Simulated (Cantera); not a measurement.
Input (Python, Cantera) and output of one run.

```python
import numpy as np
import cantera as ct

gas_names = """
    B BH BH2 BH3 BN BO BO2 B2 B2O B2O2 B2O3 B3O3H3 H HBO HBO2 HNO HNO2 HNO3 HO2 H2 H2O H2O2 H3B3O6 N NH
    NH2 NH3 NH2OH NO NO2 NO3 N2 N2H2 N2H4 N2O O OH O2 O3
""".split()
cond_names = """
    B(b) B(L) BN(s) B2O3(L) B3O3H3(cr) H2O(s) H2O(L)
""".split()


# ... load() reads the species with a 1 bar reference pressure and builds the phases ...
atoms = {
    'BN': {'B': 1, 'N': 1},
    'H2O': {'H': 2, 'O': 1},
}
top_T = {'BN(s)': 3200}  # K; cautious upper limits of use, not melting points


# ... equilibrate(T, P, feed) seeds the gas with the atoms and calls Mixture.equilibrate('TP', solver="vcs", rtol=1e-11, max_steps=5000) ...
results = []
feed = {'BN': 1, 'H2O': 1.4}  # mol
P = 22  # Pa
for T in [1398, 1473, 1548, 1623, 1698, 1773, 1848, 1923, 1998, 2073, 2148]:
    mix = equilibrate(T, P, feed)
    results.append((T, P, feed, dict(zip(mix.species_names, mix.species_moles))))
    x = sorted(zip(gas.X, gas.species_names), reverse=True)
    print(f"T = {T:g} K  P = {P:g} Pa  gas = {mix.phase_moles(0):.4g} mol")
    print("   x: " + "  ".join(f"{s} {v:.3e}" for v, s in x if v > 1e-06))
    print("   condensed (mol): " + ("  ".join(f"{mix.phase(i).name} {mix.phase_moles(i):.4g}"
          for i in range(1, mix.n_phases) if mix.phase_moles(i) > 1e-12) or "none"))
```

Result:

```
T = 1398 K  P = 22 Pa  gas = 1.906 mol
   x: H2 7.255e-01  N2 2.450e-01  B2O3 1.042e-02  HBO2 9.223e-03  HBO 8.293e-03  B2O2 9.505e-04  H 2.717e-04  H2O 2.232e-04  BO 9.472e-05
   condensed (mol): BN(s) 0.06627  B2O3(L) 0.4284
T = 1473 K  P = 22 Pa  gas = 2.062 mol
   x: H2 6.556e-01  N2 2.313e-01  B2O3 5.615e-02  HBO 2.795e-02  HBO2 1.772e-02  B2O2 9.563e-03  BO 7.988e-04  H 6.906e-04  H2O 1.914e-04
   condensed (mol): BN(s) 0.04621  B2O3(L) 0.2935
T = 1548 K  P = 22 Pa  gas = 2.406 mol
   x: H2 5.430e-01  N2 2.078e-01  B2O3 1.392e-01  HBO 4.898e-02  B2O2 2.903e-02  HBO2 2.682e-02  BO 3.360e-03  H 1.530e-03  H2O 2.167e-04  BO2 3.106e-06
   condensed (mol): none
T = 1623 K  P = 22 Pa  gas = 2.413 mol
   x: H2 5.369e-01  N2 2.072e-01  B2O3 1.349e-01  HBO 5.189e-02  HBO2 3.055e-02  B2O2 2.749e-02  BO 7.269e-03  H 3.415e-03  H2O 3.492e-04  BO2 9.962e-06
   condensed (mol): none
T = 1698 K  P = 22 Pa  gas = 2.426 mol
   x: H2 5.289e-01  N2 2.061e-01  B2O3 1.297e-01  HBO 5.350e-02  HBO2 3.462e-02  B2O2 2.516e-02  BO 1.438e-02  H 7.090e-03  H2O 5.523e-04  BO2 2.910e-05
   condensed (mol): none
T = 1773 K  P = 22 Pa  gas = 2.449 mol
   x: H2 5.177e-01  N2 2.042e-01  B2O3 1.232e-01  HBO 5.312e-02  HBO2 3.924e-02  BO 2.601e-02  B2O2 2.180e-02  H 1.380e-02  H2O 8.728e-04  BO2 7.881e-05  OH 1.442e-06
   condensed (mol): none
T = 1848 K  P = 22 Pa  gas = 2.485 mol
   x: H2 5.019e-01  N2 2.012e-01  B2O3 1.147e-01  HBO 5.023e-02  HBO2 4.463e-02  BO 4.286e-02  H 2.532e-02  B2O2 1.752e-02  H2O 1.399e-03  BO2 2.009e-04  OH 5.194e-06
   condensed (mol): none
T = 1923 K  P = 22 Pa  gas = 2.538 mol
   x: H2 4.795e-01  N2 1.970e-01  B2O3 1.039e-01  BO 6.428e-02  HBO2 5.086e-02  HBO 4.479e-02  H 4.398e-02  B2O2 1.285e-02  H2O 2.290e-03  BO2 4.858e-04  OH 1.808e-05  O 1.238e-06
   condensed (mol): none
T = 1998 K  P = 22 Pa  gas = 2.611 mol
   x: H2 4.486e-01  N2 1.915e-01  B2O3 9.076e-02  BO 8.815e-02  H 7.244e-02  HBO2 5.745e-02  HBO 3.755e-02  B2O2 8.585e-03  H2O 3.787e-03  BO2 1.115e-03  OH 6.084e-05  O 7.184e-06  NO 1.325e-06
   condensed (mol): none
T = 2073 K  P = 22 Pa  gas = 2.708 mol
   x: H2 4.076e-01  N2 1.846e-01  H 1.132e-01  BO 1.119e-01  B2O3 7.575e-02  HBO2 6.315e-02  HBO 2.970e-02  H2O 6.148e-03  B2O2 5.304e-03  BO2 2.406e-03  OH 1.942e-04  O 3.870e-05  NO 4.905e-06
   condensed (mol): none
T = 2148 K  P = 22 Pa  gas = 2.835 mol
   x: H2 3.561e-01  N2 1.764e-01  H 1.677e-01  BO 1.334e-01  HBO2 6.604e-02  B2O3 6.001e-02  HBO 2.231e-02  H2O 9.445e-03  BO2 4.823e-03  B2O2 3.098e-03  OH 5.726e-04  O 1.901e-04  NO 1.689e-05  O2 2.139e-06
   condensed (mol): none
```

Method: chemical equilibrium by Gibbs-energy minimisation in Cantera with the NASA 1993 tables (ideal gas, pure condensed phases). Mutual solubility and eutectic melting of coexisting phases are not modelled.
